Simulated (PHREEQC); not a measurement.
## Reverse-osmosis permeate (model solution)

A made-up water analysis in mg/kgw, 11 °C, pH 5.77, pe 9.7: Na 0.502; K 0.981; Ca 0.58; Mg 0.469; Cl 0.569; S(6) as SO4 4.82; Alkalinity as HCO3 1.45; Zn 0.0392; Ba 0.0791; Cd 0.389; O(0) (dissolved oxygen) 0.0969.

Valence states are taken as typed.

Computed with PHREEQC (ion-association model, wateq4f.dat).

```
Property                        Result
--------------------  ----------------
ionic strength        0.000221 mol/kgw
charge-balance error            -6.2 %
```

```tsv
species	molality	activity	log γ
CO2	0.000121	0.000121	0.000
SO4-2	4.99e-5	4.66e-5	-0.029
HCO3-	2.55e-5	2.51e-5	-0.007
K+	2.51e-5	2.47e-5	-0.007
Na+	2.18e-5	2.15e-5	-0.007
Mg+2	1.92e-5	1.79e-5	-0.029
Cl-	1.60e-5	1.58e-5	-0.007
Ca+2	1.44e-5	1.34e-5	-0.029
Cd+2	3.41e-6	3.19e-6	-0.029
O2	3.03e-6	3.03e-6	0.000
H+	1.73e-6	1.70e-6	-0.007
Zn+2	5.92e-7	5.54e-7	-0.029
Ba+2	5.63e-7	5.27e-7	-0.029
```

No solid was allowed to form. At this temperature some constants are extrapolated from 25 °C, and those without enthalpy data are left unchanged.
